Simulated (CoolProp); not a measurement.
m-xylene along the isotherm 620 K: fugacity coefficient from the reference equation and from simpler models built on Tc = 616.9 K, pc = 3535 kPa, ω = 0.326; each cubic takes its own stable root.

Computed with CoolProp (reference Helmholtz-energy equation of state, Zhou 2012).

| p (kPa) | phase | reference | van der Waals | Redlich-Kwong | Soave-Redlich-Kwong | Peng-Robinson |
|---|---|---|---|---|---|---|
| 112 | gas | 0.9887 | 0.9907 | 0.9894 | 0.9894 | 0.9882 |
| 169 | gas | 0.9829 | 0.9860 | 0.9840 | 0.9840 | 0.9822 |
| 254 | gas | 0.9743 | 0.9790 | 0.9760 | 0.9760 | 0.9734 |
| 384 | gas | 0.9613 | 0.9682 | 0.9638 | 0.9639 | 0.9599 |
| 579 | gas | 0.9419 | 0.9521 | 0.9455 | 0.9457 | 0.9398 |
| 873 | gas | 0.9129 | 0.9279 | 0.9183 | 0.9185 | 0.9100 |
| 1320 | gas | 0.8693 | 0.8912 | 0.8772 | 0.8776 | 0.8654 |
| 1990 | gas | 0.8049 | 0.8359 | 0.8164 | 0.8169 | 0.8002 |
| 3000 | gas | 0.7081 | 0.7502 | 0.7242 | 0.7252 | 0.7035 |
| 4520 | supercritical | 0.5419 | 0.5931 | 0.5641 | 0.5664 | 0.5436 |
| 6820 | supercritical | 0.3974 | 0.4566 | 0.4233 | 0.4253 | 0.4033 |
| 10300 | supercritical | 0.3025 | 0.3704 | 0.3304 | 0.3321 | 0.3098 |
| 15500 | supercritical | 0.2441 | 0.3258 | 0.2743 | 0.2758 | 0.2515 |
| 23400 | supercritical | 0.2134 | 0.3213 | 0.2479 | 0.2494 | 0.2203 |
| 35300 | supercritical | 0.2099 | 0.3746 | 0.2536 | 0.2552 | 0.2158 |
